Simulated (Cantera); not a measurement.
Charge: 1 mol Ti, 1.6 mol O2, 30 mol H2, held at 1652 °C and 35.0 mbar.

Method: chemical equilibrium by Gibbs-energy minimisation in Cantera with the NASA 1993 tables (ideal gas, pure condensed phases). The numbers say what is thermodynamically allowed, not how fast it happens.

```csv
species,before,after
H2,0.944,0.960
H2O,0.0510,0.0400
H,0.00497,1.79e-5
OH,2.32e-5,1.35e-8
"Ti3O5(s), mol",0.333,0
"TiO2(rutile), mol",0,1.00
```
Gas species are given as mole fractions.

Task: What was changed between the two runs?
A) temperature from 1652 °C to 1802 °C
B) temperature from 1652 °C to 1102 °C
C) temperature from 1652 °C to 1750 °C
D) pressure from 35.0 mbar to 10.0 mbar

Result: B, temperature from 1652 °C to 1102 °C
